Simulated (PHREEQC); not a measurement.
Model water analysis in mmol/kgw, 25 °C, pH 6.56, pe 11.6: Na 0.022; K 0.057; Ca 0.0239; Mg 0.162; Cl 0.102; S(6) 0.0694; Alkalinity (meq/kgw) 0.267; N(5) 0.0047; O(0) (counted as O atoms) 0.0145; Si 0.000204; B 0.00988; Zn 5.35e-05.

Valence states are taken as typed.

The numbers come from PHREEQC with the ion-association model, phreeqc.dat.

Precipitation was switched off in this run.

**Question.** Estimate the charge-balance error.

**Answer.** charge-balance error -6.5 %.

**Question.** In which forms is C present?

**Answer.** HCO3- 62 %, CO2 37 % of the C.
